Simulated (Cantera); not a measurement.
A perfectly stirred reactor is fed with H2 : O2 = 0.017 : 1 (molar parts), equivalence ratio 0.0085, at 10.00 Torr; it is held at 1198 K, and followed from long to short residence time.

Model: the H2/O2 subset of GRI-Mech 3.0, which has no nitrogen chemistry, integrated in Cantera. Radical loss at walls, strong at low pressure, is not modelled.

x: mole fraction; the columns are a selection and need not sum to one.

```csv
τ (s),x H2,x O2,x O,x OH,x H2O,x HO2,x H
27,1.00e-5,0.983,0.000320,0.000204,0.0167,2.03e-7,…
7.3,2.17e-5,0.982,0.000749,0.000313,0.0167,3.51e-7,…
2.0,4.59e-5,0.981,0.00168,0.000474,0.0165,5.64e-7,…
0.54,9.67e-5,0.979,0.00356,0.000705,0.0163,8.46e-7,…
0.15,0.000203,0.976,0.00647,0.000996,0.0159,1.16e-6,…
0.040,0.000470,0.973,0.00949,0.00136,0.0152,1.48e-6,…
0.011,0.00121,0.971,0.0106,0.00183,0.0139,1.78e-6,…
0.0030,0.00338,0.972,0.00913,0.00237,0.0114,2.02e-6,…
```

Task: Some entries are withheld; supply them.

Result: 
- 27, x H: 4.27e-6
- 7.3, x H: 1.54e-5
- 2.0, x H: 5.24e-5
- 0.54, x H: 0.000165
- 0.15, x H: 0.000427
- 0.040, x H: 0.000866
- 0.011, x H: 0.00133
- 0.0030, x H: 0.00159
